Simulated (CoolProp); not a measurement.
R142b at several states: density (kg/m³) from the reference equation and from simpler models built on Tc = 410.3 K, pc = 4.055 MPa, ω = 0.232; each cubic takes its own stable root.

Values from CoolProp's reference Helmholtz-energy equation of state, Lemmon 2006. It is a short technical equation, of lower accuracy than the large ones.

| T (K) | p (MPa) | phase | reference |
|---|---|---|---|
| 402.9 | 4.46 | liquid | 745.8 |
| 224.1 | 18.5 | liquid | 1306 |
| 284.7 | 0.13 | gas | 5.748 |
| 458.2 | 0.568 | gas | 15.51 |
| 224.8 | 0.0288 | liquid | 1278 |
| 253.1 | 0.0402 | gas | 1.956 |

Question: How far does each simpler model (van der Waals, Soave-Redlich-Kwong, Peng-Robinson) lie from the reference over these 6 states: mean and median of the absolute difference, and the worst?

Answer: 
- van der Waals: mean 29.5 %, median 18.9 %, worst -99.9 % at 224.8 K and 0.0288 MPa
- Soave-Redlich-Kwong: mean 6.7 %, median 5.0 %, worst -19.7 % at 402.9 K and 4.46 MPa
- Peng-Robinson: mean 2.5 %, median 1.0 %, worst -10.6 % at 402.9 K and 4.46 MPa

At some of these states van der Waals gives the other phase, because its saturation line lies elsewhere.
